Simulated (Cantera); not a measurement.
An adiabatic, constant-volume homogeneous reactor starts with CH4 : CO : O2 : N2 = 1 : 0.059 : 0.846 : 3.18 (molar parts), at 1698 K and 225 Torr. Integrator tolerance rtol = 1e-08.

Cantera simulation using GRI-Mech 3.0 (53 species, 325 reactions); the numbers are that mechanism's predictions, not measurements.

```
quantity                                                              before                                      after
---------------------------------  -----------------------------------------  -----------------------------------------
time of steepest temperature rise                                   0.719 ms                                    29.8 µs
temperature at 0.200 s                                                2643 K                                     2815 K
equilibrium temperature                                               2643 K                                     2815 K
x(CH4) at 0.200 s                  9.12e-12 (gas-phase equilibrium 1.01e-11)    1.80e-8 (gas-phase equilibrium 2.00e-8)
x(CO) at 0.200 s                         0.156 (gas-phase equilibrium 0.156)        0.159 (gas-phase equilibrium 0.159)
x(O2) at 0.200 s                     4.80e-5 (gas-phase equilibrium 4.80e-5)    3.47e-6 (gas-phase equilibrium 3.47e-6)
x(H2O) at 0.200 s                      0.0945 (gas-phase equilibrium 0.0945)      0.0990 (gas-phase equilibrium 0.0990)
x(C2H2) at 0.200 s                     <1e-12 (gas-phase equilibrium <1e-12)  1.28e-10 (gas-phase equilibrium 1.42e-10)
```

**Question.** What was changed between the two runs?
(A) pressure from 225 Torr to 12000 Torr
(B) constant pressure in place of constant volume
(C) initial temperature 1698 to 1550 K
(D) pressure from 225 Torr to 750 Torr

**Answer.** A, pressure from 225 Torr to 12000 Torr
